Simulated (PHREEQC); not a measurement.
Solution (20 °C): 0.28 mol/kgw Na2CO3 and 2.6e-05 mol/kgw H4SiO4. Closed to the air; pH follows from the charge balance.

Computed with PHREEQC (Pitzer model, pitzer.dat).

### Question
The ionic strength comes out as 0.836 mol/kgw. What activity coefficients do H2SiO4-2, CO3-2, Na+, HCO3-, H3SiO4- get?

### Answer
H2SiO4-2 0.080, CO3-2 0.14, Na+ 0.58, HCO3- 0.58, H3SiO4- 0.52. Single-ion values are on the MacInnes scale.

No solid was allowed to form. Complexes and solids missing from the database can't appear.
